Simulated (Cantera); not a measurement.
Charge: 1 mol FeS, 71 mol H₂, 0.075 mol H₂O, equilibrated at 0.135 Torr.

These are equilibrium values from Cantera (NASA tables, ideal gas, pure condensed phases), not measurements of a reactor. Candidate condensed phases: Fe, FeO, Fe(OH)₂, Fe(OH)₃, FeS, FeSO₄, FeS₂, Fe₂O₃, Fe₂(SO₄)₃, Fe₃O₄, H₂O, H₂SO₄, S; 22 gas species. The numbers say what is thermodynamically allowed, not how fast it happens.

At 1250 °C, list the 4 most abundant gas species with their mole fractions, and the condensed phases.

H₂ 0.987, S₂ 0.00475, H₂S 0.00297, H 0.00171. Condensed: Fe(γ).
